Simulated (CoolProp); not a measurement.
Properties of decamethylcyclopentasiloxane (D5) along the isobar 1350 kPa (Tc = 618.3 K, pc = 1078 kPa, ω = 0.631).

Values from CoolProp's reference Helmholtz-energy equation of state, Thol 2019.

```json
[
 {"T (K)": "437.5", "phase": "liquid", "density (kg/m³)": "806.3", "expansivity (1/kK)": "1.406"},
 {"T (K)": "453.1", "phase": "liquid", "density (kg/m³)": "788.4", "expansivity (1/kK)": "1.479"},
 {"T (K)": "468.8", "phase": "liquid", "density (kg/m³)": "769.8", "expansivity (1/kK)": "1.567"},
 {"T (K)": "484.4", "phase": "liquid", "density (kg/m³)": "750.6", "expansivity (1/kK)": "1.673"},
 {"T (K)": "500", "phase": "liquid", "density (kg/m³)": "730.5", "expansivity (1/kK)": "1.806"},
 {"T (K)": "515.7", "phase": "liquid", "density (kg/m³)": "709.2", "expansivity (1/kK)": "1.975"},
 {"T (K)": "531.3", "phase": "liquid", "density (kg/m³)": "686.5", "expansivity (1/kK)": "2.197"},
 {"T (K)": "546.9", "phase": "liquid", "density (kg/m³)": "661.9", "expansivity (1/kK)": "2.499"},
 {"T (K)": "562.6", "phase": "liquid", "density (kg/m³)": "634.4", "expansivity (1/kK)": "2.939"}
]
```
